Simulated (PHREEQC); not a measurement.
Leach liquor: an equilibrium model

Solution (25 °C): 0.032 mol H2SO4, 6.2e-05 mol ZnSO4 and 0.11 mol MnSO4 per kg of water. Closed to the air; pH follows from the charge balance.

The numbers come from PHREEQC with the ion-association model, phreeqc.dat.

| Item | Result |
|---|---|
| pH | 1.70 |
| ionic strength | 0.272 mol/kgw |
| specific conductance | 17400 µS/cm |
| density | 1.014 g/cm³ |
| total alkalinity | -64.0 meq/kg |

```csv
species,molality,activity,log γ
Mn+2,0.0633,0.0189,-0.525
SO4-2,0.0566,0.0148,-0.584
MnSO4,0.0467,0.0497,0.027
HSO4-,0.0387,0.0285,-0.133
H+,0.0253,0.0199,-0.105
Zn+2,2.76e-5,7.37e-6,-0.573
ZnSO4,2.40e-5,2.55e-5,0.027
Zn(SO4)2-2,1.04e-5,3.06e-6,-0.533
```

This is a speciation only: nothing precipitates in the calculation. Complexes and solids missing from the database can't appear.
